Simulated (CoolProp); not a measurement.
Vapour-liquid equilibrium of cyclohexane (1) + p-xylene (2) at 0.00792 MPa; x and y are mole fractions of (1).

The numbers come from the multi-fluid Helmholtz-energy mixture model, Zhou 2014 and Zhou 2012; pair parameters Bell 2016 in CoolProp.

| x | bubble temperature, mixture model (K) | bubble temperature, Raoult's law (K) | y, mixture model | y, Raoult's law |
|---|---|---|---|---|
| 0.05 | ___ | 329.8 | 0.368 | 0.291 |
| 0.125 | 317.7 | 321.9 | 0.627 | 0.547 |
| 0.2 | 311.3 | 315.8 | 0.751 | 0.693 |
| 0.275 | 306.6 | 311.0 | ___ | 0.783 |
| 0.35 | 303.1 | 306.9 | 0.865 | 0.843 |
| 0.425 | 300.3 | 303.5 | 0.895 | 0.885 |
| 0.5 | 298.0 | 300.5 | 0.917 | 0.915 |
| 0.575 | 296.0 | 298.0 | 0.935 | 0.937 |
| 0.65 | ___ | 295.7 | 0.949 | 0.955 |
| 0.725 | 292.7 | 293.6 | 0.962 | 0.969 |
| 0.8 | 291.2 | 291.8 | 0.973 | 0.980 |
| 0.875 | 289.8 | 290.1 | ___ | 0.988 |
| 0.95 | 288.5 | 288.6 | 0.993 | 0.996 |

### Question
Fill in the missing entries.

### Answer

- 0.05, bubble temperature, mixture model (K): 327.2
- 0.275, y, mixture model: 0.821
- 0.65, bubble temperature, mixture model (K): 294.2
- 0.875, y, mixture model: 0.983

The largest gap from Raoult's law is -4.5 K in bubble temperature, at x = 0.2. No azeotrope shows between x = 0.05 and 0.95.

Pair parameters are fitted to limited data, so mixtures are less certain than the pure fluids.
